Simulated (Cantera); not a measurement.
Low-pressure radical oxidation in H2/O2

An isothermal, constant-pressure homogeneous reactor starts with 72.5 % H₂, 27.5 % O₂, at 1223 K and 0.00168 atm.

Model: the H2/O2 subset of GRI-Mech 3.0, which has no nitrogen chemistry, integrated in Cantera. Radical loss at walls, strong at low pressure, is not modelled. The temperature is held fixed by assumption; the heat of reaction is taken as removed at once.

```csv
t (s),x H₂,x O₂,x H₂O,x O,x OH,x H₂O₂,x H
0.000200,0.725,0.275,6.39e-10,4.28e-10,2.77e-10,6.52e-12,7.37e-9
0.000752,0.725,0.275,1.81e-8,3.81e-9,2.15e-9,9.15e-11,4.13e-8
0.00283,0.725,0.275,1.33e-6,1.31e-7,7.22e-8,1.27e-9,1.30e-6
0.0106,0.569,0.215,0.106,0.00947,0.00487,9.91e-9,0.0961
0.0399,0.129,0.0496,0.415,0.0305,0.0106,2.20e-8,0.366
0.150,0.133,0.0443,0.448,0.0261,0.0102,2.32e-8,0.338
0.565,0.148,0.0273,0.551,0.0145,0.00846,2.46e-8,0.251
2.12,0.183,0.00447,0.695,0.00234,0.00381,1.36e-8,0.112
7.98,0.223,0.000222,0.745,0.000132,0.000937,3.12e-9,0.0311
30.0,0.237,1.27e-5,0.755,7.90e-6,0.000231,6.95e-10,0.00803
```
x: mole fraction; the columns are a selection and need not sum to one.

Equilibrium at this temperature and pressure: H₂ 0.241, O₂ 2.43e-12, H₂O 0.759, O 1.54e-12, OH 1.02e-7, H₂O₂ <1e-12, H 3.61e-6 (gas phase only).
